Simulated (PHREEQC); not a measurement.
PHREEQC input (ion-association model, wateq4f.dat):

```
SOLUTION_MASTER_SPECIES
  An  An-  0  An  62.0  # stands for a non-complexing anion
SOLUTION_SPECIES
  An- = An-
    -log_k 0
    -gamma 3.0 0
PHASES
  Fix_H+
    H+ = H+
    -log_k 0
SOLUTION 1
  temp 25
  units mmol/kgw
  pH 7 charge
  Cl 0.052
  Pb 0.026
  S(6) 0.02
  Na 300.04
  An 300
END
SELECTED_OUTPUT 1
  -reset false
  -pH true
  -pe true
  -ionic_strength true
  -water true
  -totals Cl Na Pb S S(-2) S(6)
  -molalities Hfo_wOH Hfo_wOH2+ Hfo_wO- Hfo_sOH Hfo_sOH2+ Hfo_sO- Hfo_sOPb+ Hfo_wOPb+ Hfo_wSO4- Hfo_wOHSO4-2
  -saturation_indices Pb(OH)2 Anglesite Cotunnite Laurionite Larnakite Halite Mirabilite
USER_PUNCH 1
  -headings sigma psi
  10 PUNCH EDL("sigma", "Hfo"), EDL("psi", "Hfo")
PRINT
  -reset false
USE solution 1
SURFACE 1
  Hfo_wOH 4.04494e-05 600 0.018
  Hfo_sOH 1.01124e-06
EQUILIBRIUM_PHASES 1
  Fix_H+ -4 HAn 10
    -force_equality true
  O2(g) -0.68 10
END
# ... the last block is repeated for the other 16 points of pH, with NaOH or the acid as the point needs
```

Selected output (columns that matter, 17 of 17 rows; pH added in front):

```
pH	mu	Na	Pb	S	m_Hfo_wOH	m_Hfo_wOH2+	si_Pb(OH)2	si_Anglesite	si_Cotunnite	si_Larnakite	si_Halite	si_Mirabilite	sigma	psi
4	0.30027	0.30004	2.5374e-05	1.7012e-05	1.637e-06	3.582e-05	-5.2934	-2.8551	-9.2666	-7.504	-6.6959	-5.7667	0.30002	0.11535
4.5	0.30018	0.30004	2.5028e-05	1.743e-05	4.2802e-06	3.3562e-05	-4.2994	-2.8497	-9.2726	-6.5047	-6.6958	-5.7554	0.28137	0.11214
5	0.30015	0.30004	2.4783e-05	1.8157e-05	9.1881e-06	2.9139e-05	-3.3039	-2.8362	-9.2771	-5.4957	-6.6958	-5.7374	0.24789	0.10582
5.5	0.30013	0.30004	2.345e-05	1.897e-05	1.5384e-05	2.2251e-05	-2.3287	-2.8419	-9.3018	-4.5261	-6.6958	-5.7182	0.2049	0.096407
6	0.30011	0.30004	1.8168e-05	1.9488e-05	1.964e-05	1.2785e-05	-1.4418	-2.9432	-9.4149	-3.7405	-6.6958	-5.7064	0.17001	0.087342
6.5	0.3001	0.30005	1.0676e-05	1.9684e-05	1.9334e-05	4.6402e-06	-0.6797	-3.1767	-9.6527	-3.2119	-6.6957	-5.702	0.15654	0.083398
7	0.3001	0.30006	5.6449e-06	1.9796e-05	1.5334e-05	1.2465e-06	0.0219	-3.4725	-9.951	-2.8061	-6.6957	-5.6994	0.15082	0.081633
7.5	0.3001	0.30007	2.9655e-06	1.9904e-05	1.027e-05	3.119e-07	0.68	-3.8121	-10.293	-2.4877	-6.6957	-5.697	0.13767	0.077351
8	0.3001	0.30008	1.7987e-06	1.9967e-05	6.1141e-06	7.7605e-08	1.3065	-4.1841	-10.666	-2.2332	-6.6957	-5.6956	0.11775	0.070185
8.5	0.3001	0.30008	1.5299e-06	1.9991e-05	3.3351e-06	1.8698e-08	1.9296	-4.5605	-11.043	-1.9865	-6.6956	-5.695	0.096878	0.0616
9	0.30011	0.3001	1.8514e-06	1.9998e-05	1.7483e-06	4.5008e-09	2.5421	-4.9479	-11.431	-1.7613	-6.6956	-5.6949	0.076761	0.052017
9.5	0.30014	0.30013	2.6966e-06	1.9999e-05	9.8458e-07	1.2933e-09	3.0675	-5.4224	-11.905	-1.7105	-6.6956	-5.6948	0.054794	0.039726
10	0.30025	0.30024	4.0058e-06	2e-05	6.7454e-07	5.547e-10	3.4089	-6.0812	-12.564	-2.0278	-6.6955	-5.6946	0.02862	0.02218
10.5	0.30057	0.30056	5.7086e-06	2e-05	5.9823e-07	3.9856e-10	3.5157	-6.9746	-13.457	-2.8144	-6.6951	-5.694	-0.0024906	-0.0019891
11	0.30158	0.30158	8.1417e-06	2e-05	7.1531e-07	5.1216e-10	3.3482	-8.1429	-14.625	-4.1503	-6.6938	-5.6922	-0.04492	-0.033418
11.5	0.30479	0.30478	1.2504e-05	2e-05	1.1196e-06	1.0698e-09	2.898	-9.5955	-16.076	-6.053	-6.69	-5.6866	-0.11926	-0.070409
12	0.31495	0.31494	1.9979e-05	2e-05	1.6842e-06	1.9252e-09	2.246	-11.255	-17.731	-8.3646	-6.6782	-5.6692	-0.24776	-0.10459
```

Along this series the solution becomes supersaturated in solids that the run did not let form, among them Pb(OH)2.
